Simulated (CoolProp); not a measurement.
The numbers come from the reference Helmholtz-energy equation of state, Akasaka 2024 in CoolProp.

**Question.** Give the vapour pressure (MPa), vapour density (kg/m³), enthalpy of vaporisation (kJ/kg), liquid cp (kJ/(kg K)) of saturated R1132(E) at -2.25 °C.

**Answer.** 
| T (°C) | p (MPa) | vapour density (kg/m³) | enthalpy of vaporisation (kJ/kg) | liquid cp (kJ/(kg K)) |
|---|---|---|---|---|
| -2.25 | 0.761 | 25.0 | 254 | 1.74 |
